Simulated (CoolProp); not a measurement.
Sulfur hexafluoride along the isobar 6.18 MPa: Z from the reference equation and from simpler models built on Tc = 45.6 °C, pc = 3.755 MPa, ω = 0.210; each cubic takes its own stable root.

The numbers come from the reference Helmholtz-energy equation of state, Guder 2009 in CoolProp.

```csv
T (°C),phase,reference
26.45,liquid,0.2512
46.85,supercritical,0.2722
67.15,supercritical,0.3567
87.45,supercritical,0.5481
107.85,supercritical,0.6686
128.15,supercritical,0.7450
148.55,supercritical,0.7994
168.85,supercritical,0.8401
189.25,supercritical,0.8720
209.55,supercritical,0.8973
```

**Question.** How far does each simpler model (van der Waals, Redlich-Kwong, Soave-Redlich-Kwong, Peng-Robinson) lie from the reference over these 10 states: mean and median of the absolute difference, and the worst?

**Answer.** 
- van der Waals: mean 16.2 %, median 11.2 %, worst +43.8 % at 26.45 °C and 6.18 MPa
- Redlich-Kwong: mean 6.3 %, median 5.0 %, worst +13.2 % at 46.85 °C and 6.18 MPa
- Soave-Redlich-Kwong: mean 5.4 %, median 2.6 %, worst +14.1 % at 67.15 °C and 6.18 MPa
- Peng-Robinson: mean 2.4 %, median 2.2 %, worst +5.8 % at 67.15 °C and 6.18 MPa
